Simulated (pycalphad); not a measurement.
**Phase fractions of Sn-34.07Si (wt.%)**

Computed with pycalphad from the COST 507 light-alloy database (1999), at 1 atm. These are 1990s assessments: newer ones move some temperatures and phases. Phase fractions are per mole of atoms.

```tsv
T (K)	LIQUID	DIAMOND_A4
1675	1.000	-
1600	0.548	0.452
1525	…	…
1450	…	…
1375	0.335	0.665
1300	0.326	0.674
1225	0.321	0.679
1150	0.318	0.682
1075	0.316	0.684
1000	0.315	0.685
925	0.315	0.685
850	0.314	0.686
775	0.314	0.686
700	0.314	0.686
625	0.314	0.686
550	0.314	0.686
```

What belongs in the gaps?


- 1525, LIQUID: 0.394
- 1525, DIAMOND_A4: 0.606
- 1450, LIQUID: 0.352
- 1450, DIAMOND_A4: 0.648

DIAMOND_A4 is diamond (Si).
